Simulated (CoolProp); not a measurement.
Properties of R134a along the isotherm 376.9 K.

Model: reference Helmholtz-energy equation of state, Tillner-Roth 1994, in CoolProp.

| p (MPa) | phase | cp (kJ/(kg K)) | Joule-Thomson coefficient (K/MPa) | isothermal compressibility (1/MPa) | viscosity (µPa s) | conductivity (mW/(m K)) | fugacity coefficient |
|---|---|---|---|---|---|---|---|
| 0.0321 | gas | 0.9695 | 9.833 | 31.24 | 14.8 | 19.7 | 0.9973 |
| 0.073 | gas | 0.9722 | 9.860 | 13.78 | 14.8 | 19.7 | 0.9938 |
| 0.166 | gas | 0.9783 | 9.923 | 6.112 | 14.9 | 19.7 | 0.9859 |
| 0.378 | gas | 0.9933 | 10.07 | 2.737 | 14.9 | 19.8 | 0.9681 |
| 0.861 | gas | 1.033 | 10.45 | 1.264 | 15.0 | 20.0 | 0.9277 |
| 1.96 | gas | 1.171 | 11.56 | 0.6502 | 15.5 | 20.9 | 0.8376 |
| 4.46 | supercritical | 5.720 | 6.177 | 0.5301 | 50.4 | 50.5 | 0.6225 |
| 10.1 | supercritical | 1.669 | 0.6817 | 0.01851 | 93.9 | 59.8 | 0.3402 |

The peak of cp marks the crossing from liquid-like to gas-like fluid above the critical point.

Viscosity comes from a separate model (Huber 2003), an estimate that may be off by 10 % or more. Thermal conductivity comes from a separate model (McLinden 2000), an estimate that may be off by 10 % or more.
